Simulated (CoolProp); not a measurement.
Vapour-liquid equilibrium of carbon dioxide (1) + n-pentane (2) at 270.3 K; x and y are mole fractions of (1).

The numbers come from the multi-fluid Helmholtz-energy mixture model, Span 1996 and Thol 2019; pair parameters Kunz 2012 in CoolProp.

| x | bubble pressure (kPa) | y at the bubble point | dew pressure at overall composition x (kPa) | liquid density (mol/L) |
|---|---|---|---|---|
| 0.05 | 223.7 | 0.903 | 22.58 | 9.256 |
| 0.125 | 553.9 | 0.960 | 24.54 | 9.696 |
| 0.2 | 888.0 | ___ | 26.86 | ___ |
| 0.275 | 1199 | 0.980 | ___ | ___ |
| 0.35 | 1470 | ___ | 33.09 | 11.32 |
| 0.425 | 1695 | 0.986 | 37.42 | 11.98 |
| 0.5 | 1879 | 0.987 | 43.05 | 12.72 |
| 0.575 | 2036 | 0.988 | 50.67 | 13.56 |
| 0.65 | 2182 | 0.989 | 61.57 | 14.52 |
| 0.725 | 2335 | ___ | 78.42 | 15.61 |
| 0.8 | 2513 | 0.992 | 108.0 | 16.88 |
| 0.875 | ___ | 0.994 | 173.5 | ___ |
| 0.95 | 3008 | 0.997 | 442.1 | 20.10 |

Complete the blanks.


- 0.2, y at the bubble point: 0.974
- 0.2, liquid density (mol/L): 10.18
- 0.275, dew pressure at overall composition x (kPa): 29.65
- 0.275, liquid density (mol/L): 10.72
- 0.35, y at the bubble point: 0.984
- 0.725, y at the bubble point: 0.991
- 0.875, bubble pressure (kPa): 2732
- 0.875, liquid density (mol/L): 18.35

No azeotrope shows between x = 0.05 and 0.95.

The pair parameters rest on a limited set of measurements; away from them the model extrapolates. The gap from Raoult's law changes sign with composition, which may be real or a fault of the pair parameters; it wasn't checked against measurements.
